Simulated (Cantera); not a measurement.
A perfectly stirred reactor is fed with CH₄ : C₂H₆ : O₂ : N₂ : H₂O = 1 : 0.056 : 3.01 : 11.3 : 0.52 (molar parts), at 1.00 atm; it is adiabatic with a 300 K inlet, and is followed from long to short residence time, starting on the burning branch (τ in s: 0.046, 0.027, 0.015, 0.0089, 0.0052, 0.003, 0.0017, 0.001, 0.00058, 0.00034, 0.0002, 0.00011, 6.5e-05).

Detailed kinetics in Cantera: GRI-Mech 3.0 (53 species, 325 reactions).

### Question
Predict: blow-out, bracketed by the residence times tried; x(CH₄) at τ = 46.0 ms; x(C₂H₆) at τ = 46.0 ms; x(O₂) at τ = 46.0 ms; x(C₂H₂) at τ = 46.0 ms; x(CO₂) at τ = 46.0 ms; x(CH₄) at τ = 1.70 ms; x(C₂H₆) at τ = 1.70 ms; x(O₂) at τ = 1.70 ms; x(C₂H₂) at τ = 1.70 ms; x(CO₂) at τ = 1.70 ms.

### Answer
* **blow-out, bracketed by the residence times tried**: burning at 0.200 ms, out at 0.110 ms
* **x(CH₄) at τ = 46.0 ms**: 1.47e-5
* **x(C₂H₆) at τ = 46.0 ms**: 1.88e-7
* **x(O₂) at τ = 46.0 ms**: 0.0511
* **x(C₂H₂) at τ = 46.0 ms**: 4.54e-7
* **x(CO₂) at τ = 46.0 ms**: 0.0689
* **x(CH₄) at τ = 1.70 ms**: 0.000137
* **x(C₂H₆) at τ = 1.70 ms**: 1.97e-6
* **x(O₂) at τ = 1.70 ms**: 0.0538
* **x(C₂H₂) at τ = 1.70 ms**: 8.55e-7
* **x(CO₂) at τ = 1.70 ms**: 0.0633
